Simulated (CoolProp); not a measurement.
The numbers come from the reference Helmholtz-energy equation of state, Lemmon 2006 in CoolProp. It is a short technical equation, of lower accuracy than the large ones.

Question: Give the vapour pressure (MPa), enthalpy of vaporisation (kJ/kg), liquid viscosity (µPa s), vapour viscosity (µPa s) of saturated toluene at 387.9, 392.8, 417 K.

Answer: 
```tsv
T (K)	p (MPa)	enthalpy of vaporisation (kJ/kg)	liquid viscosity (µPa s)	vapour viscosity (µPa s)
387.9	0.114	358	241	8.89
392.8	0.130	355	233	8.99
417	0.239	338	197	9.51
```

Viscosity comes from a separate model (Avgeri 2015).
